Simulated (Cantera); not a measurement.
A perfectly stirred reactor is fed with CO : H2 : CH4 : O2 : N2 = 1 : 0.24 : 0.57 : 2.71 : 26.8 (molar parts), equivalence ratio 0.65, at 3750 Torr; it is adiabatic with a 725 K inlet, and is followed from long to short residence time, starting on the burning branch (τ in s: 0.21, 0.099, 0.047, 0.023, 0.011, 0.0052, 0.0025, 0.0012, 0.00056, 0.00027, 0.00013, 6.1e-05).

Cantera simulation using GRI-Mech 3.0 (53 species, 325 reactions); the numbers are that mechanism's predictions, not measurements.

x: mole fraction; the columns are a selection and need not sum to one.

| τ (s) | T (K) | x CO | x H2 | x CH4 | x CH2O | x C2H2 |
|---|---|---|---|---|---|---|
| 0.21 | 1472 | 0.000204 | 1.20e-5 | 6.33e-6 | 5.29e-7 | 2.86e-9 |
| 0.099 | 1471 | ___ | ___ | ___ | ___ | ___ |
| 0.047 | 1468 | 0.000600 | 3.45e-5 | 1.76e-5 | 1.56e-6 | 6.71e-9 |
| 0.023 | 1465 | 0.00101 | 5.77e-5 | 2.91e-5 | 2.62e-6 | 9.20e-9 |
| 0.011 | 1458 | 0.00175 | 9.90e-5 | 4.94e-5 | 4.52e-6 | 1.21e-8 |
| 0.0052 | 1445 | 0.00313 | 0.000175 | 8.82e-5 | 8.05e-6 | 1.57e-8 |
| 0.0025 | 1419 | 0.00597 | 0.000331 | 0.000177 | 1.56e-5 | 2.27e-8 |
| 0.0012 | 725 | 0.0319 | 0.00766 | 0.0182 | <1e-12 | <1e-12 |
| 0.00056 | 725 | 0.0319 | 0.00766 | 0.0182 | <1e-12 | <1e-12 |
| 0.00027 | 725 | 0.0319 | 0.00766 | 0.0182 | <1e-12 | <1e-12 |
| 0.00013 | 725 | 0.0319 | 0.00766 | 0.0182 | <1e-12 | <1e-12 |
| 6.1e-5 | 725 | 0.0319 | 0.00766 | 0.0182 | <1e-12 | <1e-12 |

Task: Complete the blanks.

Result: 
- 0.099, x CO: 0.000350
- 0.099, x H2: 2.03e-5
- 0.099, x CH4: 1.06e-5
- 0.099, x CH2O: 9.08e-7
- 0.099, x C2H2: 4.53e-9
